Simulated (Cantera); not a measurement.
A closed system holds: 1 mol borazine, 0.12 mol O₂, 0.56 mol N₂, equilibrated at 140 Pa.

Cantera equilibrium calculation (NASA polynomials, part measured and part estimated; ideal gas, pure solids and liquids). Candidate condensed phases: B, BN, B₂O₃, B₃O₃H₃, H₂O; 39 gas species. The feed counts by its element totals alone. The tables' values for BH₂ are old estimates; treat these amounts as uncertain. The numbers say what is thermodynamically allowed, not how fast it happens.

Problem. At 2000 K, list the 6 most abundant gas species with their mole fractions, and the condensed phases.

Solution. H₂ 0.731, N₂ 0.174, H 0.0372, HBO 0.0310, BO 0.0228, B₂O₂ 0.00357. Condensed: BN(s).
